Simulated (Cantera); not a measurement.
Feed: 1 mol borazine, 1.5 mol H2O, 19 mol N2, at 100000 Pa.

Cantera equilibrium calculation (NASA polynomials, part measured and part estimated; ideal gas, pure solids and liquids). Candidate condensed phases: B, BN, B2O3, B3O3H3, H2O; 39 gas species. The feed counts by its element totals alone. Mutual solubility and eutectic melting of coexisting phases are not modelled. Kinetics and transport are ignored. All values below are at 1750 K.

Base state: N2 0.808, H2 0.182, HBO2 0.00547, HBO 0.00172, B2O3 0.00167, H2O 0.00119, H 9.92e-5, B2O2 6.81e-5 (mole fractions); condensed: BN(s) + B2O3(l).

Q: What changes in the equilibrium state with this change: pressure from 100000 Pa to 420 Pa?

A: 
| species | before | after |
|---|---|---|
| N2 | 0.808 | 0.791 |
| H2 | 0.182 | 0.171 |
| HBO | 0.00172 | 0.0170 |
| BO | 1.77e-5 | 0.00278 |
| B2O2 | 6.81e-5 | 0.00705 |
| H2O | 0.00119 | 4.73e-5 |
| BN(s), mol | 2.05 | 1.74 |
| B2O3(l), mol | 0.347 | 0 |
